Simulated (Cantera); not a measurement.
Charge: 1 mol CuO, a varied amount of CH₄, 0.3 mol H₂, at 1123.15 K and 1.00 Torr.

Method: chemical equilibrium by Gibbs-energy minimisation in Cantera with the NASA 1993 tables (ideal gas, pure condensed phases). Candidate condensed phases: C, C₆H₆, C₇H₈, C₈H₁₈, Cu, CuO, Cu(OH)₂, Cu₂O, H₂O; 113 gas species. Kinetics and transport are ignored.

Question: Which condensed phases are stable at each of these points (n(CH₄) (mol)): 0.37, 0.63, 0.89, 1.2, 1.4, 1.7, 1.9, 2.2, 2.5, 2.7, 3, 3.2, 3.5?

Answer: 
```
n(CH₄) (mol)     condensed phases  Cu condensed (%)
------------  -------------------  ----------------
0.37                        Cu(s)             100.0
0.63                        Cu(s)             100.0
0.89                        Cu(s)             100.0
1.2           C(graphite) + Cu(s)             100.0
1.4           C(graphite) + Cu(s)             100.0
1.7           C(graphite) + Cu(s)             100.0
1.9           C(graphite) + Cu(s)             100.0
2.2           C(graphite) + Cu(s)             100.0
2.5           C(graphite) + Cu(s)             100.0
2.7           C(graphite) + Cu(s)             100.0
3             C(graphite) + Cu(s)             100.0
3.2           C(graphite) + Cu(s)             100.0
3.5           C(graphite) + Cu(s)             100.0
```

From 0.37 mol CH₄ to 0.89 mol CH₄ the condensed part is Cu(s). From 1.2 mol CH₄ to 3.5 mol CH₄ the condensed part is C(graphite) + Cu(s).
